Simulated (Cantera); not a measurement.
An isothermal, constant-pressure homogeneous reactor starts with N2O : O2 = 1 : 0.95 (molar parts), at 1048 K and 8.25 Torr. Integrator tolerance rtol = 1e-08.

Cantera simulation using GRI-Mech 3.0 (53 species, 325 reactions); the numbers are that mechanism's predictions, not measurements. GRI-Mech 3.0 was tuned for natural gas; its chemistry of N2O as a main component is partial and can be far from experiment. Radical loss at walls, strong at low pressure, is not modelled. The mechanism lacks the step 2 NO + O2 → 2 NO2, which can matter for NO2 below about 1400 K. The temperature is held fixed by assumption; the heat of reaction is taken as removed at once.

Q: What does this change do: pressure from 8.25 Torr to 203 Torr?

A: 
```json
[
 {"quantity": "x(N2O) at 20.0 s", "before": "0.510 (gas-phase equilibrium 3.73e-10)", "after": "0.443 (gas-phase equilibrium 1.85e-9)"},
 {"quantity": "x(O2) at 20.0 s", "before": "0.488 (gas-phase equilibrium 0.592)", "after": "0.500 (gas-phase equilibrium 0.592)"},
 {"quantity": "x(O) at 20.0 s", "before": "1.19e-7 (gas-phase equilibrium 4.67e-9)", "after": "1.14e-7 (gas-phase equilibrium 9.43e-10)"},
 {"quantity": "x(NO) at 20.0 s", "before": "0.000133 (gas-phase equilibrium 6.29e-5)", "after": "0.00290 (gas-phase equilibrium 6.29e-5)"},
 {"quantity": "x(NO2) at 20.0 s", "before": "2.30e-8 (gas-phase equilibrium 4.32e-7)", "after": "1.23e-5 (gas-phase equilibrium 2.14e-6)"},
 {"quantity": "x(N2) at 20.0 s", "before": "0.00247 (gas-phase equilibrium 0.408)", "after": "0.0544 (gas-phase equilibrium 0.408)"}
]
```
